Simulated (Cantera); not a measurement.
Input: 1 mol Si3N4, 0.016 mol Si, 0.27 mol N2, held at 2025 °C.

Method: chemical equilibrium by Gibbs-energy minimisation in Cantera with the NASA 1993 tables (ideal gas, pure condensed phases). Candidate condensed phases: Si, Si3N4; 7 gas species. Equilibrium is a limit: real reactors are often held back by kinetics, nucleation or transport.

Question: What share of the Si ends up in condensed phases as a function of P (Pa), at 1, 5.60, 32, 180, 1000, 5600, 32000, 180000, 1000000?

Answer: 
```json
[
 {"P (Pa)": "1", "Si condensed (%)": "0.0", "as": "-"},
 {"P (Pa)": "5.60", "Si condensed (%)": "0.0", "as": "-"},
 {"P (Pa)": "32", "Si condensed (%)": "0.0", "as": "-"},
 {"P (Pa)": "180", "Si condensed (%)": "14.7", "as": "Si(l)"},
 {"P (Pa)": "1000", "Si condensed (%)": "91.7", "as": "Si(l)"},
 {"P (Pa)": "5600", "Si condensed (%)": "98.6", "as": "Si(l)"},
 {"P (Pa)": "32000", "Si condensed (%)": "99.7", "as": "Si(l)"},
 {"P (Pa)": "180000", "Si condensed (%)": "99.9", "as": "Si(l)"},
 {"P (Pa)": "1000000", "Si condensed (%)": "100.0", "as": "Si3N4(s)"}
]
```
